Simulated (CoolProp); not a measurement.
Propane at 298.15 K and 0.176 MPa is compressed adiabatically to 0.414 MPa with isentropic efficiency 0.6. Each further row changes one setting.

Values from CoolProp's reference Helmholtz-energy equation of state, Lemmon 2009.

```csv
case,work (kJ/kg),final temperature (K),final density (kg/m³)
as stated,81.0,346.0,6.63
efficiency 1,48.6,329.0,7.02
efficiency 0.65,74.8,342.8,6.70
```
